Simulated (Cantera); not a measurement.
# Premixed flame

A freely propagating, adiabatic, planar premixed flame of 5.56 % C₃H₈, 19.9 % O₂, 74.6 % N₂, equivalence ratio 1.4, unburnt at 525 K and 1.28 atm; mixture-averaged transport, grid criteria slope 0.08 and curve 0.16, no radiation.

Model: GRI-Mech 3.0 (53 species, 325 reactions), integrated in Cantera. GRI-Mech 3.0 was tuned for natural gas; its chemistry of propane as a main component is partial and can be far from experiment. Burning velocities carry a grid error of a few per cent, more on coarse grids.

```json
[
 {"z (mm)": "-0.784", "T (K)": "525", "u (m/s)": "0.843", "x C₃H₈": "0.0555", "x O₂": "0.198", "x CH₄": "1.71e-6", "x C₂H₂": "9.96e-8", "x HO₂": "7.05e-8", "x CH₃": "<1e-8"},
 {"z (mm)": "-0.522", "T (K)": "528", "u (m/s)": "0.851", "x C₃H₈": "0.0553", "x O₂": "0.197", "x CH₄": "2.04e-5", "x C₂H₂": "1.92e-6", "x HO₂": "9.78e-7", "x CH₃": "5.66e-8"},
 {"z (mm)": "-0.392", "T (K)": "539", "u (m/s)": "0.874", "x C₃H₈": "0.0549", "x O₂": "0.195", "x CH₄": "9.90e-5", "x C₂H₂": "1.35e-5", "x HO₂": "5.31e-6", "x CH₃": "3.52e-7"},
 {"z (mm)": "-0.261", "T (K)": "618", "u (m/s)": "1.02", "x C₃H₈": "0.0534", "x O₂": "0.185", "x CH₄": "0.000611", "x C₂H₂": "0.000138", "x HO₂": "3.44e-5", "x CH₃": "7.14e-6"},
 {"z (mm)": "-0.131", "T (K)": "1034", "u (m/s)": "1.78", "x C₃H₈": "0.0368", "x O₂": "0.139", "x CH₄": "0.00328", "x C₂H₂": "0.00127", "x HO₂": "0.000108", "x CH₃": "0.000580"},
 {"z (mm)": "-0.0653", "T (K)": "1430", "u (m/s)": "2.56", "x C₃H₈": "0.0120", "x O₂": "0.0921", "x CH₄": "0.00524", "x C₂H₂": "0.00303", "x HO₂": "0.000217", "x CH₃": "0.00280"},
 {"z (mm)": "0", "T (K)": "1794", "u (m/s)": "3.30", "x C₃H₈": "0.000357", "x O₂": "0.0450", "x CH₄": "0.00362", "x C₂H₂": "0.00498", "x HO₂": "0.000102", "x CH₃": "0.00280"},
 {"z (mm)": "0.0653", "T (K)": "1988", "u (m/s)": "3.68", "x C₃H₈": "5.12e-7", "x O₂": "0.0179", "x CH₄": "0.000978", "x C₂H₂": "0.00281", "x HO₂": "1.49e-5", "x CH₃": "0.000992"},
 {"z (mm)": "0.131", "T (K)": "2060", "u (m/s)": "3.81", "x C₃H₈": "<1e-8", "x O₂": "0.00682", "x CH₄": "0.000191", "x C₂H₂": "0.000826", "x HO₂": "3.20e-6", "x CH₃": "0.000263"},
 {"z (mm)": "0.261", "T (K)": "2096", "u (m/s)": "3.86", "x C₃H₈": "<1e-8", "x O₂": "0.00144", "x CH₄": "8.22e-6", "x C₂H₂": "5.67e-5", "x HO₂": "6.61e-7", "x CH₃": "1.45e-5"},
 {"z (mm)": "0.522", "T (K)": "2117", "u (m/s)": "3.88", "x C₃H₈": "<1e-8", "x O₂": "0.000550", "x CH₄": "6.67e-8", "x C₂H₂": "6.46e-7", "x HO₂": "3.19e-7", "x CH₃": "1.27e-7"},
 {"z (mm)": "1.04", "T (K)": "2139", "u (m/s)": "3.92", "x C₃H₈": "<1e-8", "x O₂": "0.000349", "x CH₄": "<1e-8", "x C₂H₂": "<1e-8", "x HO₂": "2.10e-7", "x CH₃": "<1e-8"},
 {"z (mm)": "2.09", "T (K)": "2162", "u (m/s)": "3.96", "x C₃H₈": "<1e-8", "x O₂": "0.000187", "x CH₄": "<1e-8", "x C₂H₂": "<1e-8", "x HO₂": "1.14e-7", "x CH₃": "<1e-8"}
]
```
x: mole fraction of selected species; z is measured from the peak of heat release.

```yaml
laminar_burning_velocity: 84.0 cm/s
thermal_thickness: 0.261 mm
peak x(CH₄): 0.00532
peak x(C₂H₂): 0.00498
peak x(HO₂): 0.000223
peak x(CH₃): 0.00350
```
